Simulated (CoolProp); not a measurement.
Methanol along the isotherm 123.85 °C: density (kg/m³) from the reference equation and from simpler models built on Tc = 240.2 °C, pc = 8.216 MPa, ω = 0.565; each cubic takes its own stable root.

Computed with CoolProp (reference Helmholtz-energy equation of state, de Reuck 1993).

```tsv
p (MPa)	phase	reference	van der Waals	Redlich-Kwong	Soave-Redlich-Kwong
1.47	liquid	?	16.00	16.62	515.4
2.93	liquid	686.9	328.5	470.3	517.2
4.4	liquid	689.6	332.8	473.7	519.1
5.87	liquid	692.3	336.6	476.9	520.8
7.34	liquid	694.9	340.0	480.0	522.6
8.8	liquid	697.4	343.2	482.9	524.2
10.3	liquid	699.8	346.1	?	?
11.7	liquid	702.0	348.7	488.3	527.4
13.2	liquid	704.4	351.3	490.9	528.9
14.7	liquid	?	353.7	493.5	530.5
16.1	liquid	708.7	355.8	495.7	531.9
17.6	liquid	710.8	358.0	498.1	533.3
19.1	liquid	?	?	500.3	?
20.5	liquid	?	361.8	502.4	536.0
```

### Question
Some entries are withheld; supply them.

### Answer

- 1.47, reference: 684.0
- 10.3, Redlich-Kwong: 485.8
- 10.3, Soave-Redlich-Kwong: 525.9
- 14.7, reference: 706.6
- 19.1, reference: 712.9
- 19.1, van der Waals: 360.0
- 19.1, Soave-Redlich-Kwong: 534.7
- 20.5, reference: 714.8

At some of these states van der Waals, Redlich-Kwong gives the other phase, because its saturation line lies elsewhere.
